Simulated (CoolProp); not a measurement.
Vapour-liquid equilibrium of ethylene (1) + propane (2) at 207.3 K; x and y are mole fractions of (1).

Computed with CoolProp (multi-fluid Helmholtz-energy mixture model, Smukala 2000 and Lemmon 2009; pair parameters Bell 2016).

```
x     bubble pressure (MPa)  y at the bubble point  dew pressure at overall composition x (MPa)  liquid density (mol/L)
----  ---------------------  ---------------------  -------------------------------------------  ----------------------
0.05                0.06251                  0.522                                      0.03259                   13.97
0.2                  0.1563                  0.832                                      0.03845                   14.56
0.35                 0.2459                  0.908                                      0.04687                   15.19
0.5                  0.3301                  0.944                                      0.05999                   15.83
0.65                 0.4105                  0.965                                      0.08323                   16.51
0.8                  0.4907                  0.981                                       0.1356                   17.21
0.95                 0.5765                  0.995                                       0.3503                   17.91
```

No azeotrope shows between x = 0.05 and 0.95.

Pair parameters are fitted to limited data, so mixtures are less certain than the pure fluids.
